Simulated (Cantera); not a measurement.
Thermodynamics of silicon etching in halogen gases, feed Si + Br₂ + H₂

Input: 1 mol Si, 5.1 mol Br₂, 26 mol H₂, at 97.5 Torr.

Equilibrium computed with Cantera from the NASA thermochemical tables; the gas is ideal and each condensed phase is pure. Candidate condensed phases: Br₂, Si; 19 gas species. The tables' values for SiBr₃ are old estimates; treat these amounts as uncertain. The numbers say what is thermodynamically allowed, not how fast it happens.

From 648 K to 1298 K nothing is condensed. The main Si-bearing gas is SiBr₄ throughout.

| T (K) | log p H₂ | log p HBr | log p SiBr₄ | log p SiBr₂ | log p SiBr₃ | log p SiHBr₃ |
|---|---|---|---|---|---|---|
| 648 | -1.00 | -1.57 | -2.36 | <-12 | -10.17 | -6.19 |
| 698 | -1.00 | -1.57 | -2.36 | -12.13 | -9.16 | -5.78 |
| 748 | -1.00 | -1.57 | -2.37 | -10.71 | -8.30 | -5.42 |
| 798 | -1.00 | -1.57 | -2.37 | -9.48 | -7.54 | -5.11 |
| 848 | -1.00 | -1.57 | -2.37 | -8.39 | -6.87 | -4.84 |
| 898 | -1.00 | -1.57 | -2.37 | -7.43 | -6.28 | -4.60 |
| 948 | -1.00 | -1.57 | -2.37 | -6.57 | -5.76 | -4.39 |
| 998 | -1.01 | -1.57 | -2.37 | -5.81 | -5.29 | -4.20 |
| 1048 | -1.01 | -1.57 | -2.38 | -5.12 | -4.87 | -4.03 |
| 1098 | -1.01 | -1.57 | -2.38 | -4.50 | -4.49 | -3.89 |
| 1148 | -1.01 | -1.57 | -2.40 | -3.95 | -4.16 | -3.77 |
| 1198 | -1.01 | -1.56 | -2.44 | -3.48 | -3.88 | -3.68 |
| 1248 | -1.01 | -1.54 | -2.51 | -3.10 | -3.67 | -3.65 |
| 1298 | -1.02 | -1.52 | -2.64 | -2.83 | -3.55 | -3.69 |
log p: log10 of the partial pressure in bar; nothing condenses.
